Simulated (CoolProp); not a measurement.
Hydrogen chloride along the isobar 5690 kPa: fugacity coefficient from the reference equation and from simpler models built on Tc = 51.5 °C, pc = 8314 kPa, ω = 0.130; each cubic takes its own stable root.

The numbers come from the reference Helmholtz-energy equation of state, Thol 2018 in CoolProp.

| T (°C) | phase | reference |
|---|---|---|
| 47.35 | gas | 0.7449 |
| 57.95 | gas | 0.7709 |
| 68.55 | gas | 0.7930 |
| 79.15 | gas | 0.8121 |
| 89.75 | gas | 0.8288 |
| 100.35 | gas | 0.8435 |
| 110.95 | gas | 0.8565 |
| 121.55 | gas | 0.8681 |
| 132.15 | gas | 0.8786 |
| 142.85 | gas | 0.8881 |
| 153.45 | gas | 0.8967 |
| 164.05 | gas | 0.9044 |
| 174.65 | gas | 0.9115 |
| 185.25 | gas | 0.9180 |

### Question
How far does each simpler model (Redlich-Kwong, Peng-Robinson) lie from the reference over these 14 states: mean and median of the absolute difference, and the worst?

### Answer
- Redlich-Kwong: mean 1.1 %, median 0.8 %, worst +2.7 % at 47.35 °C and 5690 kPa
- Peng-Robinson: mean 0.3 %, median 0.3 %, worst -0.5 % at 89.75 °C and 5690 kPa
